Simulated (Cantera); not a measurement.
**Thermodynamics of aluminium nitride and oxide growth, feed Al(CH3)3 + O2 + H2**

Input: 1 mol Al(CH3)3, 3.1 mol O2, 300 mol H2, held at 2098.15 K and 0.133 bar.

Equilibrium computed with Cantera from the NASA thermochemical tables; the gas is ideal and each condensed phase is pure. Candidate condensed phases: Al, Al2O3, C, C6H6, C7H8, C8H18, H2O; 121 gas species. The feed counts by its element totals alone. Kinetics and transport are ignored.

```
Item                                       Result
--------------------------------------  ---------
x(H2)                                       0.976
x(CO)                                     0.00970
x(H)                                      0.00834
x(H2O)                                    0.00550
x(CO2)                                    1.11e-5
x(AlOH)                                   8.66e-6
x(Al)                                     5.98e-6
x(OH)                                     5.58e-6
n(Al2O3(s))                             0.497 mol
gas amount                              308.8 mol
log10 activity of Al(l) (absent)            -4.25
log10 activity of C(graphite) (absent)      -4.73
```
